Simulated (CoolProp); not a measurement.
CH2F2 (R32) along the isobar 6.04 MPa: Z from the reference equation and from simpler models built on Tc = 78.1 °C, pc = 5.783 MPa, ω = 0.277; each cubic takes its own stable root.

Computed with CoolProp (reference Helmholtz-energy equation of state, Tillner-Roth 1997).

```tsv
T (°C)	phase	reference
-88.25	liquid	0.1553
-72.05	liquid	0.1473
-55.85	liquid	0.1409
-39.75	liquid	0.1359
-23.55	liquid	0.1322
-7.35	liquid	0.1296
8.75	liquid	0.1283
24.95	liquid	0.1285
41.15	liquid	0.1309
57.25	liquid	0.1371
73.45	liquid	0.1567
89.65	supercritical	0.5092
105.75	supercritical	0.6294
```

### Question
How far does each simpler model (van der Waals, Redlich-Kwong, Peng-Robinson) lie from the reference over these 13 states: mean and median of the absolute difference, and the worst?

### Answer
- van der Waals: mean 75.4 %, median 87.7 %, worst +94.7 % at -88.25 °C and 6.04 MPa
- Redlich-Kwong: mean 30.6 %, median 32.8 %, worst +45.9 % at 73.45 °C and 6.04 MPa
- Peng-Robinson: mean 14.0 %, median 13.8 %, worst +28.3 % at 73.45 °C and 6.04 MPa
